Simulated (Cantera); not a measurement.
A closed system holds: 1 mol FeS2, 0.1 mol O2, 7.7 mol N2, 3 mol H2S, equilibrated at 1898 K and 1430 Torr.

These are equilibrium values from Cantera (NASA tables, ideal gas, pure condensed phases), not measurements of a reactor. Candidate condensed phases: Fe, FeO, Fe(OH)2, Fe(OH)3, FeS, FeSO4, FeS2, Fe2O3, Fe2(SO4)3, Fe3O4, H2O, H2SO4, S; 38 gas species. FeS: taken at fixed stoichiometry. Rates play no part.

Base state: N2 0.625, H2 0.161, S2 0.127, H2S 0.0625, H2O 0.0158, SH 0.00804, S 0.000406, SO 0.000251 (mole fractions); condensed: FeS(l).

Problem. What changes in the equilibrium state with this change: temperature from 1898 K to 1225 K?

Solution. 
```tsv
species	before	after
N2	0.625	0.671
H2S	0.0625	0.212
S2	0.127	0.0680
H2	0.161	0.0318
H2O	0.0158	0.0174
H	0.000228	4.03e-8
S	0.000406	1.55e-7
SO	0.000251	1.34e-6
FeS(l), mol	1.000	0
FeS(s), mol	0	1.00
```
Gases not in the tables: S3 to S7.

Problem. What changes in the equilibrium state with this change: temperature from 1898 K to 848.15 K?

Solution. 
```csv
species,before,after
N2,0.625,0.712
H2S,0.0625,0.257
H2O,0.0158,0.0185
H2,0.161,0.00197
S2,0.127,0.0102
S,0.000406,<1e-9
H,0.000228,<1e-9
SO,0.000251,2.38e-9
SH,0.00804,7.37e-7
S2O,8.71e-5,4.37e-6
"FeS(l), mol",1.000,0
"FeS2(s), mol",0,1.00
```
Gases not in the tables: S3 to S7.
